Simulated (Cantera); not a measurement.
An adiabatic, constant-pressure homogeneous reactor starts with H2 : O2 : N2 = 1 : 0.217 : 0.817 (molar parts), at 1175 K and 0.860 bar. Integrator tolerance rtol = 1e-08.

Detailed kinetics in Cantera: GRI-Mech 3.0 (53 species, 325 reactions).

What does this change do: N2 0.817 to 1.6 parts?


```csv
quantity,before,after
time of steepest temperature rise,71.7 µs,0.101 ms
temperature at 0.200 s,2568 K,2265 K
equilibrium temperature,2568 K,2265 K
x(H2) at 0.200 s,0.300 (gas-phase equilibrium 0.300),0.215 (gas-phase equilibrium 0.215)
x(O2) at 0.200 s,4.73e-5 (gas-phase equilibrium 4.73e-5),2.00e-6 (gas-phase equilibrium 2.00e-6)
x(NO2) at 0.200 s,3.36e-9 (gas-phase equilibrium 3.36e-9),1.29e-10 (gas-phase equilibrium 1.33e-10)
x(N2O) at 0.200 s,1.13e-8 (gas-phase equilibrium 1.13e-8),1.79e-9 (gas-phase equilibrium 1.81e-9)
x(HO2) at 0.200 s,4.57e-8 (gas-phase equilibrium 4.57e-8),1.55e-9 (gas-phase equilibrium 1.55e-9)
```

What does this change do: H2 1 to 0.5 parts?


| quantity | before | after |
|---|---|---|
| time of steepest temperature rise | 71.7 µs | 61.6 µs |
| temperature at 0.200 s | 2568 K | 2753 K |
| equilibrium temperature | 2568 K | 2753 K |
| x(H2) at 0.200 s | 0.300 (gas-phase equilibrium 0.300) | 0.0700 (gas-phase equilibrium 0.0700) |
| x(O2) at 0.200 s | 4.73e-5 (gas-phase equilibrium 4.73e-5) | 0.00602 (gas-phase equilibrium 0.00602) |
| x(NO2) at 0.200 s | 3.36e-9 (gas-phase equilibrium 3.36e-9) | 5.59e-7 (gas-phase equilibrium 5.59e-7) |
| x(N2O) at 0.200 s | 1.13e-8 (gas-phase equilibrium 1.13e-8) | 2.30e-7 (gas-phase equilibrium 2.30e-7) |
| x(HO2) at 0.200 s | 4.57e-8 (gas-phase equilibrium 4.57e-8) | 2.90e-6 (gas-phase equilibrium 2.90e-6) |
